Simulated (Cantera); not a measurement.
Input: 1 mol B₂O₃, 2.9 mol H₂, at 0.0430 bar.

Equilibrium computed with Cantera from the NASA thermochemical tables; the gas is ideal and each condensed phase is pure. Candidate condensed phases: B, B₂O₃, B₃O₃H₃, H₂O; 23 gas species. The numbers say what is thermodynamically allowed, not how fast it happens. All values below are at 2175 K.

Base state: H₂ 0.627, B₂O₃ 0.142, HBO₂ 0.0988, HBO 0.0650, BO 0.0240, H 0.0186, B₂O₂ 0.0144, H₂O 0.00925 (mole fractions); condensed: gas only.

Problem. What changes in the equilibrium state with this change: H₂ from 2.9 to 180 mol?

Solution. 
```csv
species,before,after
H₂,0.627,0.963
H,0.0186,0.0231
HBO,0.0650,0.00633
B₂O₃,0.142,0.000193
HBO₂,0.0988,0.00212
B₂O₂,0.0144,8.92e-5
BO,0.0240,0.00189
BO₂,0.000475,8.22e-6
OH,3.69e-5,1.01e-5
H₂O,0.00925,0.00313
```
